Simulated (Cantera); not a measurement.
CS₂ + SO₂ + O₂ (abatement and gas-phase synthesis)

Feed: 1 mol CS₂, 0.21 mol SO₂, 0.058 mol O₂, equilibrated at 1.20 bar.

Cantera equilibrium calculation (NASA polynomials, part measured and part estimated; ideal gas, pure solids and liquids). Candidate condensed phases: C, S; 22 gas species. Gases not in the tables: S₃ to S₇. Rates play no part.

| T (°C) | x CS₂ | x S₂ | x CO | x COS | x CO₂ | x S₈ | x CS |
|---|---|---|---|---|---|---|---|
| 600 | 0.391 | 0.249 | 0.0243 | 0.278 | 0.0473 | 0.00981 | 5.29e-10 |
| 750 | 0.350 | 0.309 | 0.102 | 0.209 | 0.0297 | 8.30e-6 | 4.05e-8 |
| 900 | 0.313 | 0.348 | 0.210 | 0.118 | 0.0106 | 3.93e-8 | 9.98e-7 |
| 1050 | 0.294 | 0.372 | 0.275 | 0.0569 | 0.00262 | 5.90e-10 | 1.22e-5 |
| 1200 | 0.287 | 0.382 | 0.302 | 0.0281 | 0.000649 | 1.96e-11 | 9.32e-5 |
| 1350 | 0.285 | 0.386 | 0.314 | 0.0152 | 0.000191 | 1.20e-12 | 0.000491 |
| 1500 | 0.282 | 0.388 | 0.319 | 0.00899 | 6.75e-5 | <1e-12 | 0.00194 |
| 1650 | 0.276 | 0.390 | 0.321 | 0.00576 | 2.82e-5 | <1e-12 | 0.00611 |
x: gas mole fraction; nothing condenses.

From 600 °C to 1650 °C nothing is condensed. The main C-bearing gas is CS₂ at 600 °C and CO at 1650 °C.
